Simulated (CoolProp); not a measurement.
Vapour-liquid equilibrium of R152A (1) + n-butane (2) at 33.65 °C; x and y are mole fractions of (1).

Model: multi-fluid Helmholtz-energy mixture model, Outcalt 1996 and Bücker 2006; pair parameters Bell 2016, in CoolProp.

| x | bubble pressure, mixture model (MPa) | bubble pressure, Raoult's law (MPa) | y, mixture model | y, Raoult's law |
|---|---|---|---|---|
| 0.05 | ___ | 0.3382 | ___ | 0.113 |
| 0.125 | 0.5199 | 0.3718 | 0.425 | 0.257 |
| 0.2 | 0.5941 | 0.4055 | 0.516 | 0.377 |
| 0.275 | 0.6466 | 0.4392 | 0.573 | 0.479 |
| 0.35 | 0.6848 | 0.4729 | 0.614 | 0.566 |
| 0.425 | 0.7139 | 0.5065 | 0.647 | 0.642 |
| 0.5 | 0.7370 | 0.5402 | 0.677 | 0.708 |
| 0.575 | 0.7557 | 0.5739 | 0.706 | 0.766 |
| 0.65 | ___ | 0.6075 | 0.736 | 0.818 |
| 0.725 | 0.7826 | 0.6412 | ___ | 0.865 |
| 0.8 | 0.7895 | 0.6749 | 0.813 | 0.906 |
| 0.875 | 0.7897 | 0.7086 | 0.867 | 0.944 |
| 0.95 | 0.7796 | 0.7422 | 0.938 | 0.979 |

Some entries are withheld; supply them.


- 0.05, bubble pressure, mixture model (MPa): 0.4127
- 0.05, y, mixture model: 0.249
- 0.65, bubble pressure, mixture model (MPa): 0.7710
- 0.725, y, mixture model: 0.771

The largest gap from Raoult's law is +47.2 % in bubble pressure, at x = 0.275. y crosses x between x = 0.8 and 0.875: the model has an azeotrope there.

The pair parameters rest on a limited set of measurements; away from them the model extrapolates.
